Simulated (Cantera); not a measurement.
An isothermal, constant-pressure homogeneous reactor starts with 6.25 % H2, 7.81 % O2, 85.9 % N2, at 800 K and 82.5 Torr.

Model: the H2/O2 subset of GRI-Mech 3.0, which has no nitrogen chemistry, integrated in Cantera. Radical loss at walls, strong at low pressure, is not modelled. Below about 950 K walls govern HO2 and H2O2 in real vessels. The temperature is held fixed by assumption; the heat of reaction is taken as removed at once.

Problem. Predict: x(H2) at 80.0 s; x(O2) at 80.0 s; x(HO2) at 80.0 s; x(O) at 80.0 s; x(H) at 80.0 s.

Solution. 
| Item | Result |
|---|---|
| x(H2) at 80.0 s | 0.00418 (gas-phase equilibrium <1e-12) |
| x(O2) at 80.0 s | 0.0503 (gas-phase equilibrium 0.0484) |
| x(HO2) at 80.0 s | 3.07e-6 (gas-phase equilibrium 2.63e-12) |
| x(O) at 80.0 s | 1.85e-8 (gas-phase equilibrium <1e-12) |
| x(H) at 80.0 s | 1.78e-8 (gas-phase equilibrium <1e-12) |
